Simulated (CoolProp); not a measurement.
Saturation properties of propylene (Tc = 91.1 °C, pc = 4555 kPa, ω = 0.146).

Model: reference Helmholtz-energy equation of state, Lemmon 2013, in CoolProp.

| T (°C) | p (kPa) | vapour Z | liquid conductivity (mW/(m K)) |
|---|---|---|---|
| -6.75 | 474.9 | 0.8941 | 127 |
| 0.95 | 600.8 | 0.8754 | 123 |
| 8.65 | 749.9 | 0.8548 | 119 |
| 16.25 | 922.1 | 0.8323 | 116 |
| 23.95 | 1125 | 0.8073 | 112 |
| 31.65 | 1358 | 0.7799 | 108 |
| 39.25 | 1621 | 0.7501 | 104 |
| 46.95 | 1923 | 0.7168 | 99.8 |

It boils at -47.6 °C under 1 atm.

Thermal conductivity comes from a separate model (Huber 2003), an estimate that may be off by 10 % or more.
